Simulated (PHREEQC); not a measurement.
0.15 g of hydrous ferric oxide (600 m²/g; 0.2 weak and 0.005 strong sites per Fe, Dzombak-Morel constants, diffuse double layer) in 1 kg of water with 0.001 mol/kgw of an inert sodium salt and 9.5e-07 mol MnCl2 and 4.5e-07 mol NiCl2, at 25 °C; the pH is set by adding NaOH or the inert anion's acid. The system is closed to oxygen. The system is closed to CO2. Nothing may precipitate in this run.

Base run: PHREEQC, ion-association model, wateq4f.dat. Each further column changes one thing. The table gives Mn sorbed (%).

| pH | base | no electrostatic term (-no_edl) | background salt from 0.001 to 0.0001 mol/kgw | oxide from 0.15 to 0.75 g/kgw | 0.00036 mol/kgw MgCl2 added |
|---|---|---|---|---|---|
| 4 | 0.0 | 0.0 | 0.0 | 0.0 | 0.0 |
| 4.5 | 0.0 | 0.0 | 0.0 | 0.0 | 0.0 |
| 5 | 0.0 | 0.2 | 0.0 | 0.2 | 0.0 |
| 6 | 2.1 | ? | 2.1 | ? | 2.2 |
| 6.5 | 16.2 | 54.2 | 16.3 | 49.8 | 16.0 |
| 7 | 62.8 | 89.6 | 63.8 | 90.3 | ? |
| 7.5 | 93.9 | 98.0 | 94.3 | 98.9 | 92.7 |
| 8 | 99.3 | 99.5 | 99.4 | 99.9 | 98.5 |
| 9 | 100.0 | 99.9 | 100.0 | 100.0 | 99.7 |
| 9.5 | 100.0 | 99.9 | 100.0 | 100.0 | 99.8 |
| 10 | 100.0 | 99.9 | 100.0 | 100.0 | 99.8 |

What belongs in the gaps?


- 6, no electrostatic term (-no_edl): 12.3
- 6, oxide from 0.15 to 0.75 g/kgw: 9.9
- 7, 0.00036 mol/kgw MgCl2 added: 61.7
